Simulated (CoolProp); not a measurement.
Vapour-liquid equilibrium of isopentane (1) + toluene (2) at 139.95 °C; x and y are mole fractions of (1).

Values from CoolProp's multi-fluid Helmholtz-energy mixture model, Lemmon 2006 and Lemmon 2006; pair parameters Bell 2016.

Give the bubble pressure and the first vapour's composition at x = 0.25, 0.45, 0.85. Is there an azeotrope?

x = 0.25: 0.5891 MPa, y = 0.685; x = 0.45: 0.8651 MPa, y = 0.820; x = 0.85: 1.357 MPa, y = 0.951. No azeotrope shows between x = 0.05 and 0.95.

The pair parameters rest on a limited set of measurements; away from them the model extrapolates. The gap from Raoult's law changes sign with composition, which may be real or a fault of the pair parameters; it wasn't checked against measurements.
